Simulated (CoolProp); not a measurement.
Properties of n-perfluoropentane at several states.

Model: reference Helmholtz-energy equation of state, Gao 2022, in CoolProp.

```csv
T (K),p (MPa),phase,density (kg/m³),cp (kJ/(kg K)),cv (kJ/(kg K)),speed of sound (m/s),expansivity (1/kK)
223.7,0.0818,liquid,1829,0.9047,0.7110,672.7,1.560
234.9,0.622,liquid,1798,0.9247,0.7292,646.8,1.589
228.1,5.97,liquid,1833,0.9090,0.7193,684.8,1.497
408.8,0.0134,gas,1.138,0.9577,0.9285,110.1,2.468
215.1,2.91,liquid,1861,0.8881,0.6978,704.4,1.506
425.8,10,supercritical,1245,1.194,0.9797,265.9,2.943
```
